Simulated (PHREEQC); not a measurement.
Solution (34 °C): 0.017 mol/kgw HF, 0.00041 mol/kgw NaF and 1.6e-05 mol/kgw H4SiO4. Closed to the air; pH follows from the charge balance.

Computed with PHREEQC (ion-association model, wateq4f.dat).

No solid was allowed to form.

Task: Estimate the pH, ionic strength.

Result: pH 2.58; ionic strength 0.00324 mol/kgw.

Task: In which forms is F present?

Result: HF 76 %, F- 17 %, H2F2 3.8 %, HF2- 1.9 %, SiF6-2 0.6 % of the F.

Species that the database lacks are ignored. SiF6-2 is the database's only silicon fluoride.
